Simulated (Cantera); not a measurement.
An adiabatic, constant-volume homogeneous reactor starts with CH4 : O2 : N2 = 1 : 1.11 : 4.18 (molar parts), equivalence ratio 1.8, at 1073 K and 1000000 Pa. Integrator tolerance rtol = 1e-08.

Detailed kinetics in Cantera: GRI-Mech 3.0 (53 species, 325 reactions).

Question: What does this change do: constant pressure in place of constant volume?

Answer: 
```csv
quantity,before,after
time of steepest temperature rise,33.6 ms,35.0 ms
temperature at 8.00 s,2635 K,2297 K
equilibrium temperature,2635 K,2297 K
x(CH4) at 8.00 s,2.55e-9 (gas-phase equilibrium 2.84e-9),1.43e-9 (gas-phase equilibrium 1.60e-9)
x(O2) at 8.00 s,5.85e-6 (gas-phase equilibrium 5.85e-6),5.25e-7 (gas-phase equilibrium 5.25e-7)
x(NO) at 8.00 s,0.000131 (gas-phase equilibrium 0.000131),2.13e-5 (gas-phase equilibrium 2.13e-5)
x(HCN) at 8.00 s,1.63e-6 (gas-phase equilibrium 1.63e-6),6.09e-7 (gas-phase equilibrium 6.09e-7)
x(H) at 8.00 s,0.00301 (gas-phase equilibrium 0.00301),0.00110 (gas-phase equilibrium 0.00110)
```

Question: What does this change do: 0.11 parts H2O added?

Answer: 
```csv
quantity,before,after
time of steepest temperature rise,33.6 ms,33.2 ms
temperature at 8.00 s,2635 K,2607 K
equilibrium temperature,2635 K,2607 K
x(CH4) at 8.00 s,2.55e-9 (gas-phase equilibrium 2.84e-9),2.46e-9 (gas-phase equilibrium 2.75e-9)
x(O2) at 8.00 s,5.85e-6 (gas-phase equilibrium 5.85e-6),5.41e-6 (gas-phase equilibrium 5.41e-6)
x(NO) at 8.00 s,0.000131 (gas-phase equilibrium 0.000131),0.000120 (gas-phase equilibrium 0.000120)
x(HCN) at 8.00 s,1.63e-6 (gas-phase equilibrium 1.63e-6),1.44e-6 (gas-phase equilibrium 1.44e-6)
x(H) at 8.00 s,0.00301 (gas-phase equilibrium 0.00301),0.00271 (gas-phase equilibrium 0.00271)
```
